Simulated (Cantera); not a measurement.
Diamond growth

A diamond (100) surface in a fixed gas of H2 with x(CH4) = 0.0039, x(H) = 0.002, x(CH3) = 3.5e-05, 113 Torr; coverages are run to steady state.

Detailed kinetics in Cantera: the Harris–Goodwin 1993 mechanism for the reconstructed diamond (100) surface.

```
T (K)  growth (µm/h)  θ c6HH  θ c6H*  θ c6*H   θ c6**    θ c6HM
-----  -------------  ------  ------  ------  -------  --------
950             2.11   0.635  0.0139   0.330  0.00645    0.0115
1000            2.63   0.591  0.0181   0.369  0.00929   0.00902
1050            3.03   0.550  0.0226   0.404   0.0128   0.00685
1100            3.09   0.513  0.0275   0.435   0.0169   0.00473
1150            2.62   0.480  0.0326   0.462   0.0214   0.00275
1200            1.89   0.450  0.0378   0.484   0.0263   0.00132
1250            1.32   0.424  0.0430   0.501   0.0313  0.000556
1300            1.03   0.402  0.0481   0.513   0.0362  0.000221
1350           0.919   0.384  0.0530   0.522   0.0408   8.67e-5
1400           0.844   0.369  0.0577   0.528   0.0449   3.41e-5
```
θ: site fractions in the mechanism's names (c6HH fully hydrogenated, c6H* and c6*H radical sites, c6** diradical, c6HM methylated).
